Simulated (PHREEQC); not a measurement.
PHREEQC input (ion-association model, phreeqc.dat):

```
SOLUTION_SPECIES
  CO3-2 + 10 H+ + 8 e- = CH4 + 3 H2O  # shut off: no methane
    -log_k -100
    -delta_h 0
    -analytic -100
  SO4-2 + 9 H+ + 8 e- = HS- + 4 H2O  # shut off: sulfate is not reduced
    -log_k -100
    -delta_h 0
    -analytic -100
SOLUTION 1
  temp 25
  units mol/kgw
  pH 7 charge
  Cl 0.015
  K 0.015
  S(6) 0.18
  Na 0.36
END
SELECTED_OUTPUT 1
  -reset false
  -pH true
  -pe true
  -ionic_strength true
  -water true
  -totals C Cl K Na S C(-4) C(4) S(-2) S(6) Mtg
    Sg
  -molalities H+ Na+ K+ Cl- CO3-2 SO4-2 OH- HCO3- CO2 (CO2)2
    HSO4- S-2 HS- H2S NaOH NaCO3- NaHCO3 NaSO4- KSO4-
  -saturation_indices Halite Sylvite
USER_PUNCH 1
  -headings p_CO2(g) phi_CO2(g) p_Mtg(g) phi_Mtg(g) p_H2Sg(g) phi_H2Sg(g) p_H2O(g) phi_H2O(g) density
  10 PUNCH PR_P("CO2(g)"), PR_PHI("CO2(g)"), PR_P("Mtg(g)"), PR_PHI("Mtg(g)"), PR_P("H2Sg(g)"), PR_PHI("H2Sg(g)"), PR_P("H2O(g)"), PR_PHI("H2O(g)"), RHO
PRINT
  -reset false
USE solution 1
REACTION_TEMPERATURE 1
  25
GAS_PHASE 1
  -fixed_pressure
  -pressure 1
  -temperature 25
  -volume 20
  CO2(g) 0.16
  Mtg(g) 0.41
  H2Sg(g) 0.43
  H2O(g) 0
END
# ... the last block is repeated for the other 5 points of P (atm)
```

Selected output (columns that matter, 6 of 6 rows; P (atm) added in front):

```
P (atm)	pH	mu	C	Cl	K	Na	S	Mtg	Sg	si_Halite	si_Sylvite	p_CO2(g)	phi_CO2(g)	p_Mtg(g)
1	4.3715	0.45927	0.004845	0.015007	0.015007	0.36017	0.18008	0.00058842	0.031673	-4.2228	-4.9914	0.15633	0.99443	0.41519
2	4.219	0.45926	0.0097292	0.015007	0.015007	0.36017	0.18008	0.0011919	0.063696	-4.223	-4.9915	0.3177	0.98894	0.84373
3	4.1312	0.45926	0.014538	0.015007	0.015007	0.36017	0.18008	0.0017909	0.09516	-4.2231	-4.9916	0.47902	0.98346	1.2717
5	4.0222	0.45926	0.023942	0.015007	0.015007	0.36017	0.18009	0.0029753	0.15645	-4.2233	-4.9918	0.80151	0.97255	2.1262
7.5	3.9374	0.45926	0.035316	0.015007	0.015007	0.36018	0.18009	0.0044311	0.23003	-4.2237	-4.9921	1.2043	0.959	3.1914
10	3.8784	0.45926	0.046276	0.015008	0.015008	0.36018	0.18009	0.0058605	0.30031	-4.224	-4.9924	1.6068	0.94554	4.2535
```

Complexes and solids missing from the database can't appear.
